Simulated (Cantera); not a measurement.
Predominance diagram of Cu at 1675 K against the partial pressures of O₂ and H₂O (log10, bar). Cantera with NASA thermochemical tables; ideal gases at 1 bar, condensed phases pure. Candidates: Cu(l), Cu₂O(l). Only these pure phases compete in this equilibrium. 

```
log p(H₂O) \ log p(O₂)
        columns: -7, -6.6, -6.1, -5.7, -5.2, -4.8, -4.4, -3.9, -3.5, -3.1, -2.6, -2.2, -1.8, -1.3, -0.9, -0.4, 0
      0  A A A A A A A A A A B B B B B B B
     -1  A A A A A A A A A A B B B B B B B
     -2  A A A A A A A A A A B B B B B B B
     -3  A A A A A A A A A A B B B B B B B
     -4  A A A A A A A A A A B B B B B B B
     -5  A A A A A A A A A A B B B B B B B
     -6  A A A A A A A A A A B B B B B B B
     -7  A A A A A A A A A A B B B B B B B
     -8  A A A A A A A A A A B B B B B B B
     -9  A A A A A A A A A A B B B B B B B
    -10  A A A A A A A A A A B B B B B B B
    -11  A A A A A A A A A A B B B B B B B
```

A: Cu(l); B: Cu₂O(l).
